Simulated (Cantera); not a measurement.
Cantera run:

```python
import numpy as np
import cantera as ct

gas_names = """
    Br Br2 H HBr H2 N NH NH2 NH3 N2 N2H2 N2H4 Si SiBr SiBr2 SiBr3 SiBr4 SiH SiHBr3 SiH2 SiH2Br2 SiH3
    SiH3Br SiH4 SiN Si2 Si2N Si3
""".split()
cond_names = """
    Br2(cr) Br2(L) Si(cr) Si(L) Si3N4(a)
""".split()


def load(file, names, dense=False):
    # The tables refer to 1 bar. Condensed volumes are neglected.
    table = {s.name: s for s in ct.Species.list_from_file(file)}
    out = []
    for n in names:
        d = dict(table[n].input_data)
        d["thermo"] = dict(d["thermo"], **{"reference-pressure": 1e5})
        if dense:
            d["equation-of-state"] = {"model": "constant-volume", "density": "1e6 g/cm^3"}
        out.append(ct.Species.from_dict(d))
    return out


gas = ct.Solution(thermo="ideal-gas", species=load("nasa_gas.yaml", gas_names))
cond = {s.name: ct.Solution(thermo="fixed-stoichiometry", species=[s], name=s.name)
        for s in load("nasa_condensed.yaml", cond_names, dense=True)}
atoms = {
    'Si': {'Si': 1},
    'HBr': {'H': 1, 'Br': 1},
    'N2': {'N': 2},
}
top_T = {'Si3N4(a)': 2400}  # K; cautious upper limits of use, not melting points


def equilibrate(T, P, feed):
    n = {}
    for name, mol in feed.items():
        for a, k in atoms[name].items():
            n[a] = n.get(a, 0.0) + k * mol
    gas.TPX = T, P, n
    mass = sum(n.values()) * gas.mean_molecular_weight
    gas.equilibrate("TP")
    valid = [c for c in cond.values() if c.min_temp <= T <= top_T.get(c.name, c.max_temp)]
    mix = ct.Mixture([(gas, mass / gas.mean_molecular_weight)] + [(c, 0.0) for c in valid])
    mix.T, mix.P = T, P
    mix.equilibrate("TP", solver="vcs", rtol=1e-11, max_steps=5000)
    return mix


results = []
feed = {'Si': 1, 'HBr': 1.9, 'N2': 28}  # mol
T = 700  # K
P = 61000  # Pa
mix = equilibrate(T, P, feed)
results.append((T, P, feed, dict(zip(mix.species_names, mix.species_moles))))
x = sorted(zip(gas.X, gas.species_names), reverse=True)
print(f"T = {T:g} K  P = {P:g} Pa  gas = {mix.phase_moles(0):.4g} mol")
print("   x: " + "  ".join(f"{s} {v:.3e}" for v, s in x if v > 0.001))
print("   condensed (mol): " + ("  ".join(f"{mix.phase(i).name} {mix.phase_moles(i):.4g}"
      for i in range(1, mix.n_phases) if mix.phase_moles(i) > 1e-12) or "none"))
```

It prints:

```
T = 700 K  P = 61000 Pa  gas = 29.2 mol
   x: N2 9.388e-01  HBr 4.976e-02  H2 7.655e-03  SiBr4 3.830e-03
   condensed (mol): Si3N4(a) 0.2961
```

Method: chemical equilibrium by Gibbs-energy minimisation in Cantera with the NASA 1993 tables (ideal gas, pure condensed phases). N2 is the only nitrogen source here; it is nearly inert below about 1500 K, so the nitride shown seldom forms there in practice.
